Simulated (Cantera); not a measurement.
Cantera run:

```python
import numpy as np
import cantera as ct

gas_names = """
    CL CL2 H HCL H2 Si SiCL SiCL2 SiCL3 SiCL4 SiH SiHCL3 SiH2 SiH2CL2 SiH3 SiH3CL SiH4 Si2 Si3
""".split()
cond_names = """
    Si(cr) Si(L)
""".split()


# ... load() reads the species with a 1 bar reference pressure and builds the phases ...
atoms = {
    'Si': {'Si': 1},
    'Cl2': {'CL': 2},
    'H2': {'H': 2},
}
top_T = {}  # K; cautious upper limits of use, not melting points


# ... equilibrate(T, P, feed) seeds the gas with the atoms and calls Mixture.equilibrate('TP', solver="vcs", rtol=1e-11, max_steps=5000) ...
results = []
feed = {'Si': 1, 'Cl2': 2.9, 'H2': 9}  # mol
T = 1123  # K
P = 2100000  # Pa
mix = equilibrate(T, P, feed)
results.append((T, P, feed, dict(zip(mix.species_names, mix.species_moles))))
print(gas.report(threshold=1e-05))
for i in range(1, mix.n_phases):
    print(f"{mix.phase(i).name:16s} {mix.phase_moles(i):12.5e} mol")
```

Result:

```
       temperature   1123 K
          pressure   2.1e+06 Pa
           density   5.1961 kg/m^3
  mean mol. weight   23.103 kg/kmol
   phase of matter   gas

                          1 kg             1 kmol
                     ---------------   ---------------
          enthalpy        -1.972e+06        -4.556e+07  J
   internal energy       -2.3762e+06       -5.4897e+07  J
           entropy            8114.8        1.8748e+05  J/K
    Gibbs function       -1.1085e+07        -2.561e+08  J
 heat capacity c_p            1640.8             37909  J/K
 heat capacity c_v              1281             29594  J/K

                      mass frac. Y      mole frac. X     chem. pot. / RT
                     ---------------   ---------------   ---------------
               HCL           0.27085           0.17164           -33.184
                H2          0.064279           0.73663           -15.063
             SiCL3        0.00065885        0.00011323           -91.587
             SiCL4           0.62716          0.085289           -117.24
            SiHCL3            0.0368         0.0062772           -99.118
           SiH2CL2        0.00024739        5.6587e-05           -80.997
     [  +13 minor]        8.3975e-06        2.0137e-06

Si(cr)            0.00000e+00 mol
```

Equilibrium computed with Cantera from the NASA thermochemical tables; the gas is ideal and each condensed phase is pure. The tables' values for SiCl3 are old estimates; treat these amounts as uncertain.
